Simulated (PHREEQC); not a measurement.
0.053 g of hydrous ferric oxide (600 m²/g; 0.2 weak and 0.005 strong sites per Fe, Dzombak-Morel constants, diffuse double layer) in 1 kg of water with 0.001 mol/kgw of an inert sodium salt and 1.9e-06 mol/kgw SrCl2, at 25 °C; the pH is set by adding NaOH or the inert anion's acid. Oxygen is held at 0.21 atm. CO2 from the air is kept out. Nothing may precipitate in this run.

The series has 17 steps of pH, from 4 to 10.

Computed with PHREEQC (ion-association model, wateq4f.dat).

Near which pH is half of the Sr sorbed, and on which side is more sorbed?

Near pH 8.6, with more sorbed at higher pH.

Species that the database lacks are ignored.
